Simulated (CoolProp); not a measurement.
n-perfluorohexane at several states: density (kg/m³) from the reference equation and from simpler models built on Tc = 174.9 °C, pc = 17.42 bar, ω = 0.497; each cubic takes its own stable root.

Model: reference Helmholtz-energy equation of state, Gao 2022, in CoolProp.

```tsv
T (°C)	p (bar)	phase	reference
69.35	6	liquid	1542
30.05	53.8	liquid	1685
-6.45	1.53	liquid	1766
55.45	21	liquid	1596
-75.35	65.3	liquid	1971
```

Task: How far does each simpler model (van der Waals, Redlich-Kwong, Soave-Redlich-Kwong, Peng-Robinson) lie from the reference over these 5 states: mean and median of the absolute difference, and the worst?

Result: 
- van der Waals: mean 43.5 %, median 44.0 %, worst -44.9 % at 69.35 °C and 6 bar
- Redlich-Kwong: mean 18.5 %, median 18.4 %, worst -20.9 % at 69.35 °C and 6 bar
- Soave-Redlich-Kwong: mean 13.6 %, median 13.4 %, worst -15.6 % at -75.35 °C and 65.3 bar
- Peng-Robinson: mean 2.7 %, median 2.4 %, worst -5.5 % at -75.35 °C and 65.3 bar
